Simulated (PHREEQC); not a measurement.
1 kg of water holding 0.43 mol/kgw KCl, 0.055 mol/kgw MgCl2, 0.0095 mol/kgw CaCl2 and 0.21 mol/kgw NaCl is evaporated at 25 °C; the solids stay in contact with the brine. No CO2 enters from the air. The run lets Bischofite, Brucite, Carnallite, Halite, Portlandite, Sylvite, MgCl2_4H2O precipitate or redissolve, and no other solid.

Base run: PHREEQC, Pitzer model, pitzer.dat. Each further column changes one thing. The table gives water activity.

```
H2O removed (mol)   base  temperature from 25 to 75 °C  temperature from 25 to 5 °C
-----------------  -----  ----------------------------  ---------------------------
0                  0.976                         0.976                        0.976
24.69              0.957                         0.957                        0.957
34.69              0.935                         0.935                        0.936
43.95              0.877                         0.877                        0.879
49.09              0.789                         0.765                        0.819
51.17              0.748                           ___                        0.774
53.1               0.691                           ___                        0.703
54.17              0.638                           ___                        0.646
54.6               0.536                           ___                        0.533
55.01              0.462                         0.430                        0.474
```

### Question
Fill in the missing entries.

### Answer

- 51.17, temperature from 25 to 75 °C: 0.699
- 53.1, temperature from 25 to 75 °C: 0.657
- 54.17, temperature from 25 to 75 °C: 0.614
- 54.6, temperature from 25 to 75 °C: 0.538

 At this temperature some constants are extrapolated from 25 °C, and those without enthalpy data are left unchanged.
